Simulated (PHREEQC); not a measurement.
**Copper plating or etch bath: an equilibrium model**

Make-up at 25 °C: 78 mmol/kgw Cu(NO3)2, 0.033 mmol/kgw HNO3 and 190 mmol/kgw FeCl3. It is in equilibrium with CO2 at log p = -2 (atm). Otherwise closed; pH follows from the charge balance.

Equilibrium calculation in PHREEQC: ion-association model, wateq4f.dat.

Precipitation was switched off in this run.

Question: Predict the pH.

Answer: pH 1.91.

Question: In which forms is Cu present?

Answer: Cu+2 81 %, CuCl+ 18 %, CuCl2 1.2 % of the Cu.

Saturation is exceeded, for instance for Hematite (slow to form), Goethite (slow to form); the values hold only as long as no solid forms. Caution: at this ionic strength the ion-association model is outside its range; a Pitzer model would be the better tool where its parameters exist. Species that the database lacks are ignored.
